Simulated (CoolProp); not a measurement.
The numbers come from the reference Helmholtz-energy equation of state, Zhou 2016 in CoolProp.

Task: Give the vapour pressure (bar), vapour density (kg/m³), enthalpy of vaporisation (kJ/kg) of saturated R245ca at 323.7 K.

Result: 
| T (K) | p (bar) | vapour density (kg/m³) | enthalpy of vaporisation (kJ/kg) |
|---|---|---|---|
| 323.7 | 2.45 | 13.2 | 189 |
